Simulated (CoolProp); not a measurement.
R141b at 495 K and 3.61 MPa is throttled through a valve to 0.676 MPa with no heat exchange. Each further row changes one setting.

Computed with CoolProp (reference Helmholtz-energy equation of state, Lemmon 2006). It is a short technical equation, of lower accuracy than the large ones.

| case | temperature change (K) | final density (kg/m³) |
|---|---|---|
| as stated | -35.3 | 22.1 |
| outlet pressure 0.203 MPa | -40.4 | 6.40 |
| outlet pressure 0.879 MPa | -33.1 | 29.1 |
